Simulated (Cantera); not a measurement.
A perfectly stirred reactor is fed with H₂ : O₂ : N₂ = 0.64 : 1 : 1.7 (molar parts), at 0.710 bar; it is held at 1375 K, and followed from long to short residence time.

Computed with Cantera and the H2/O2 subset of GRI-Mech 3.0, which has no nitrogen chemistry. The temperature is held fixed by assumption; the heat of reaction is taken as removed at once.

Task: What does this change do: H2 0.64 to 0.087 parts?

Result: 
| quantity | before | after |
|---|---|---|
| x(H₂) at τ = 0.730 s | 5.82e-5 | 1.58e-5 |
| x(O₂) at τ = 0.730 s | 0.225 | 0.349 |
| x(H₂O₂) at τ = 0.730 s | 2.54e-7 | 5.28e-8 |
| x(OH) at τ = 0.730 s | 0.000313 | 0.000134 |
| x(HO₂) at τ = 0.730 s | 2.64e-6 | 8.42e-7 |
| x(H₂) at τ = 81.0 ms | 0.000249 | 6.41e-5 |
| x(O₂) at τ = 81.0 ms | 0.225 | 0.348 |
| x(H₂O₂) at τ = 81.0 ms | 6.89e-7 | 1.50e-7 |
| x(OH) at τ = 81.0 ms | 0.000649 | 0.000278 |
| x(HO₂) at τ = 81.0 ms | 1.02e-5 | 3.02e-6 |
